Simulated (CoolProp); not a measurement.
A simple Rankine cycle with cis-2-butene: condensing at 318.15 K, boiler at 3.41 MPa, turbine inlet 462.3 K, turbine efficiency 0.8, pump efficiency 0.7, no recuperator. Each further row changes one setting.

The numbers come from the reference Helmholtz-energy equation of state, Lemmon 2005 in CoolProp. It is a short technical equation, of lower accuracy than the large ones.

```json
[
 {"case": "as stated", "thermal efficiency (%)": "14.7", "net work (kJ/kg)": "84.1", "heat in (kJ/kg)": "571", "turbine exit temperature (K)": "384.8", "volume ratio over the turbine": "9.60"},
 {"case": "turbine inlet 482.3 K", "thermal efficiency (%)": "14.7", "net work (kJ/kg)": "91.8", "heat in (kJ/kg)": "622", "turbine exit temperature (K)": "408.1", "volume ratio over the turbine": "9.22"},
 {"case": "condensing temperature 310.15 K", "thermal efficiency (%)": "15.9", "net work (kJ/kg)": "93.5", "heat in (kJ/kg)": "590", "turbine exit temperature (K)": "378.5", "volume ratio over the turbine": "12.0"},
 {"case": "boiler pressure 2.39 MPa", "thermal efficiency (%)": "13.0", "net work (kJ/kg)": "77.4", "heat in (kJ/kg)": "598", "turbine exit temperature (K)": "402.7", "volume ratio over the turbine": "6.26"},
 {"case": "turbine efficiency 0.7", "thermal efficiency (%)": "12.7", "net work (kJ/kg)": "72.6", "heat in (kJ/kg)": "571", "turbine exit temperature (K)": "391.0", "volume ratio over the turbine": "9.78"}
]
```
